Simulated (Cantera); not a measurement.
# Equilibrium for silicon oxide and oxynitride deposition: SiH₄ + CO₂

Charge: 1 mol SiH₄, 9.2 mol CO₂, equilibrated at 10.0 Torr.

These are equilibrium values from Cantera (NASA tables, ideal gas, pure condensed phases), not measurements of a reactor. Candidate condensed phases: C, C₆H₆, C₇H₈, C₈H₁₈, H₂O, Si, SiC, SiO₂; 123 gas species. The tables hold silica as quartz up to 1696 K and as liquid above; real silica turns to tridymite and cristobalite and melts near 1996 K. Kinetics and transport are ignored.

| T (°C) | x CO₂ | x CO | x H₂O | x H₂ | n SiO₂(β-quartz) | n SiO₂(condensed) |
|---|---|---|---|---|---|---|
| 725 | 0.541 | 0.281 | 0.102 | 0.0766 | 1.00 | 0 |
| 825 | 0.528 | 0.294 | 0.115 | 0.0635 | 1.00 | 0 |
| 925 | 0.518 | 0.304 | 0.125 | 0.0536 | 1.00 | 0 |
| 1025 | 0.510 | 0.311 | 0.133 | 0.0460 | 1.00 | 0 |
| 1125 | 0.504 | 0.317 | 0.138 | 0.0402 | 1.00 | 0 |
| 1225 | 0.500 | 0.321 | 0.143 | 0.0356 | 1.00 | 0 |
| 1325 | 0.496 | 0.325 | 0.146 | 0.0320 | 1.000 | 0 |
| 1425 | 0.493 | 0.328 | 0.149 | 0.0291 | 0 | 1.000 |
x: gas mole fraction; n: condensed amount in mol.

From 725 °C to 1325 °C the condensed part is SiO₂(β-quartz). At 1425 °C the condensed part is SiO₂(condensed).
